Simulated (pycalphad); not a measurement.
CALPHAD calculation (pycalphad, COST 507 light-alloy database (1999)), 1 atm. The data set is of 1999 and partly superseded. Amounts are mole fractions of atoms.

Problem. Give the equilibrium state of Si-14.25Sn (at.%) at 875 K.

Solution. diamond (Si), fraction 0.857, with <0.01 Sn at.%; liquid, fraction 0.143, with 99.91 Sn at.%.

Problem. Give the equilibrium state of Si-14.25Sn (at.%) at 500 K.

Solution. 
```
T = 500.00 K, P = 101325 Pa, N = 1 mol of atoms
G = -12975 J/mol, H = 4635 J/mol, S = 35.22 J/(mol K)  (SER reference)
chemical potentials (J/mol): Si -10615, Sn -27180
phase             fraction      x(Si)      x(Sn)
DIAMOND_A4          0.8575     1.0000   1.89e-07
BCT_A5              0.1425       none     1.0000
```

DIAMOND_A4 is diamond (Si); BCT_A5 is bct (Sn). An entry "none" or "no" means that the model of the phase leaves that element out.
